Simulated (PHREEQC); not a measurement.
Dissolve 1.3 mmol/kgw HCl and 0.79 mmol/kgw Li2SO4 at 25 °C. Closed to the air; pH follows from the charge balance.

All values are PHREEQC results (ion-association model, wateq4f.dat), not measurements.

Precipitation was switched off in this run.

**Question.** Predict the pH.

**Answer.** pH 2.94.

**Question.** In which forms is S present?

**Answer.** SO4-2 91 %, HSO4- 8.5 % of the S.

Species that the database lacks are ignored.
